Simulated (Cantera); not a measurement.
What does this Cantera script print?

```python
import numpy as np
import cantera as ct

gas_names = """
    CL CL2 H HCL H2 N NH NH2 NH3 N2 N2H2 N2H4 Si SiCL SiCL2 SiCL3 SiCL4 SiH SiHCL3 SiH2 SiH2CL2 SiH3
    SiH3CL SiH4 SiN Si2 Si2N Si3
""".split()
cond_names = """
    NH4CL(a) NH4CL(b) Si(cr) Si(L) Si3N4(a)
""".split()


# ... load() reads the species with a 1 bar reference pressure and builds the phases ...
atoms = {
    'SiHCl3': {'Si': 1, 'H': 1, 'CL': 3},
    'N2': {'N': 2},
}
top_T = {'Si3N4(a)': 2400}  # K; cautious upper limits of use, not melting points


# ... equilibrate(T, P, feed) seeds the gas with the atoms and calls Mixture.equilibrate('TP', solver="vcs", rtol=1e-11, max_steps=5000) ...
results = []
feed = {'SiHCl3': 1, 'N2': 41}  # mol
P = 13332.2  # Pa
for T in [1275, 1300, 1325, 1350, 1375, 1400, 1425, 1450, 1475, 1500, 1525, 1550]:
    mix = equilibrate(T, P, feed)
    results.append((T, P, feed, dict(zip(mix.species_names, mix.species_moles))))
    x = sorted(zip(gas.X, gas.species_names), reverse=True)
    print(f"T = {T:g} K  P = {P:g} Pa  gas = {mix.phase_moles(0):.4g} mol")
    print("   x: " + "  ".join(f"{s} {v:.3e}" for v, s in x if v > 0.0001))
    print("   condensed (mol): " + ("  ".join(f"{mix.phase(i).name} {mix.phase_moles(i):.4g}"
          for i in range(1, mix.n_phases) if mix.phase_moles(i) > 1e-12) or "none"))
```

It prints:

```
T = 1275 K  P = 13332.2 Pa  gas = 42.17 mol
   x: N2 9.648e-01  HCL 2.148e-02  SiCL4 1.189e-02  H2 1.102e-03  SiCL3 5.588e-04  SiCL2 1.709e-04
   condensed (mol): Si3N4(a) 0.1556
T = 1300 K  P = 13332.2 Pa  gas = 42.18 mol
   x: N2 9.647e-01  HCL 2.151e-02  SiCL4 1.168e-02  H2 1.083e-03  SiCL3 7.435e-04  SiCL2 2.808e-04
   condensed (mol): Si3N4(a) 0.1543
T = 1325 K  P = 13332.2 Pa  gas = 42.19 mol
   x: N2 9.645e-01  HCL 2.154e-02  SiCL4 1.141e-02  H2 1.068e-03  SiCL3 9.736e-04  SiCL2 4.511e-04
   condensed (mol): Si3N4(a) 0.1524
T = 1350 K  P = 13332.2 Pa  gas = 42.21 mol
   x: N2 9.643e-01  HCL 2.155e-02  SiCL4 1.106e-02  SiCL3 1.254e-03  H2 1.058e-03  SiCL2 7.086e-04
   condensed (mol): Si3N4(a) 0.1496
T = 1375 K  P = 13332.2 Pa  gas = 42.23 mol
   x: N2 9.641e-01  HCL 2.154e-02  SiCL4 1.062e-02  SiCL3 1.586e-03  SiCL2 1.088e-03  H2 1.053e-03
   condensed (mol): Si3N4(a) 0.1458
T = 1400 K  P = 13332.2 Pa  gas = 42.25 mol
   x: N2 9.637e-01  HCL 2.153e-02  SiCL4 1.005e-02  SiCL3 1.966e-03  SiCL2 1.633e-03  H2 1.054e-03
   condensed (mol): Si3N4(a) 0.1406
T = 1425 K  P = 13332.2 Pa  gas = 42.29 mol
   x: N2 9.633e-01  HCL 2.149e-02  SiCL4 9.352e-03  SiCL2 2.391e-03  SiCL3 2.384e-03  H2 1.063e-03
   condensed (mol): Si3N4(a) 0.1337
T = 1450 K  P = 13332.2 Pa  gas = 42.33 mol
   x: N2 9.627e-01  HCL 2.142e-02  SiCL4 8.511e-03  SiCL2 3.412e-03  SiCL3 2.819e-03  H2 1.083e-03
   condensed (mol): Si3N4(a) 0.1248
T = 1475 K  P = 13332.2 Pa  gas = 42.38 mol
   x: N2 9.620e-01  HCL 2.132e-02  SiCL4 7.536e-03  SiCL2 4.735e-03  SiCL3 3.238e-03  H2 1.116e-03
   condensed (mol): Si3N4(a) 0.1137
T = 1500 K  P = 13332.2 Pa  gas = 42.45 mol
   x: N2 9.612e-01  HCL 2.119e-02  SiCL4 6.451e-03  SiCL2 6.375e-03  SiCL3 3.599e-03  H2 1.165e-03
   condensed (mol): Si3N4(a) 0.1004
T = 1525 K  P = 13332.2 Pa  gas = 42.52 mol
   x: N2 9.602e-01  HCL 2.101e-02  SiCL2 8.309e-03  SiCL4 5.308e-03  SiCL3 3.853e-03  H2 1.237e-03
   condensed (mol): Si3N4(a) 0.08521
T = 1550 K  P = 13332.2 Pa  gas = 42.6 mol
   x: N2 9.592e-01  HCL 2.077e-02  SiCL2 1.046e-02  SiCL4 4.177e-03  SiCL3 3.961e-03  H2 1.336e-03
   condensed (mol): Si3N4(a) 0.06872
```

Equilibrium computed with Cantera from the NASA thermochemical tables; the gas is ideal and each condensed phase is pure. N2 is the only nitrogen source here; it is nearly inert below about 1500 K, so the nitride shown seldom forms there in practice. The tables' values for SiCl3 are old estimates; treat these amounts as uncertain.
